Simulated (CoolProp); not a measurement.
Saturation properties of cyclohexane (Tc = 280.5 °C, pc = 4.081 MPa, ω = 0.209).

The numbers come from the reference Helmholtz-energy equation of state, Zhou 2014 in CoolProp.

```json
[
 {"T (°C)": "21.85", "p (MPa)": "0.01127", "vapour density (kg/m³)": "0.3897", "enthalpy of vaporisation (kJ/kg)": "394.5", "liquid cp (kJ/(kg K))": "1.844", "liquid viscosity (µPa s)": "940"},
 {"T (°C)": "25.55", "p (MPa)": "0.01335", "vapour density (kg/m³)": "0.4561", "enthalpy of vaporisation (kJ/kg)": "392.2", "liquid cp (kJ/(kg K))": "1.862", "liquid viscosity (µPa s)": "882"},
 {"T (°C)": "29.35", "p (MPa)": "0.01579", "vapour density (kg/m³)": "0.5334", "enthalpy of vaporisation (kJ/kg)": "389.8", "liquid cp (kJ/(kg K))": "1.880", "liquid viscosity (µPa s)": "(withheld)"},
 {"T (°C)": "33.05", "p (MPa)": "0.01851", "vapour density (kg/m³)": "0.6184", "enthalpy of vaporisation (kJ/kg)": "387.5", "liquid cp (kJ/(kg K))": "1.897", "liquid viscosity (µPa s)": "780"},
 {"T (°C)": "36.85", "p (MPa)": "0.02168", "vapour density (kg/m³)": "0.7167", "enthalpy of vaporisation (kJ/kg)": "385.1", "liquid cp (kJ/(kg K))": "1.915", "liquid viscosity (µPa s)": "735"},
 {"T (°C)": "40.55", "p (MPa)": "0.02519", "vapour density (kg/m³)": "0.8240", "enthalpy of vaporisation (kJ/kg)": "382.7", "liquid cp (kJ/(kg K))": "1.933", "liquid viscosity (µPa s)": "695"},
 {"T (°C)": "44.35", "p (MPa)": "0.02926", "vapour density (kg/m³)": "0.9471", "enthalpy of vaporisation (kJ/kg)": "380.3", "liquid cp (kJ/(kg K))": "1.951", "liquid viscosity (µPa s)": "657"},
 {"T (°C)": "48.05", "p (MPa)": "0.03371", "vapour density (kg/m³)": "1.081", "enthalpy of vaporisation (kJ/kg)": "377.9", "liquid cp (kJ/(kg K))": "1.968", "liquid viscosity (µPa s)": "623"},
 {"T (°C)": "51.85", "p (MPa)": "0.03884", "vapour density (kg/m³)": "1.233", "enthalpy of vaporisation (kJ/kg)": "375.5", "liquid cp (kJ/(kg K))": "1.987", "liquid viscosity (µPa s)": "591"},
 {"T (°C)": "55.55", "p (MPa)": "0.04441", "vapour density (kg/m³)": "1.396", "enthalpy of vaporisation (kJ/kg)": "373.1", "liquid cp (kJ/(kg K))": "2.004", "liquid viscosity (µPa s)": "562"},
 {"T (°C)": "59.35", "p (MPa)": "0.05078", "vapour density (kg/m³)": "1.582", "enthalpy of vaporisation (kJ/kg)": "370.6", "liquid cp (kJ/(kg K))": "2.023", "liquid viscosity (µPa s)": "(withheld)"},
 {"T (°C)": "63.15", "p (MPa)": "0.05785", "vapour density (kg/m³)": "1.786", "enthalpy of vaporisation (kJ/kg)": "368.1", "liquid cp (kJ/(kg K))": "2.041", "liquid viscosity (µPa s)": "509"},
 {"T (°C)": "66.85", "p (MPa)": "(withheld)", "vapour density (kg/m³)": "2.004", "enthalpy of vaporisation (kJ/kg)": "365.7", "liquid cp (kJ/(kg K))": "(withheld)", "liquid viscosity (µPa s)": "486"},
 {"T (°C)": "70.65", "p (MPa)": "0.07410", "vapour density (kg/m³)": "(withheld)", "enthalpy of vaporisation (kJ/kg)": "363.2", "liquid cp (kJ/(kg K))": "2.078", "liquid viscosity (µPa s)": "464"},
 {"T (°C)": "74.35", "p (MPa)": "0.08334", "vapour density (kg/m³)": "2.509", "enthalpy of vaporisation (kJ/kg)": "360.7", "liquid cp (kJ/(kg K))": "2.096", "liquid viscosity (µPa s)": "443"}
]
```

Problem. Fill in the missing entries.

Solution. 
- 29.35, liquid viscosity (µPa s): 828
- 59.35, liquid viscosity (µPa s): 535
- 66.85, p (MPa): 0.06547
- 66.85, liquid cp (kJ/(kg K)): 2.059
- 70.65, vapour density (kg/m³): 2.249

It boils at 80.7 °C under 1 atm.

Viscosity comes from a separate model (Tariq 2014).
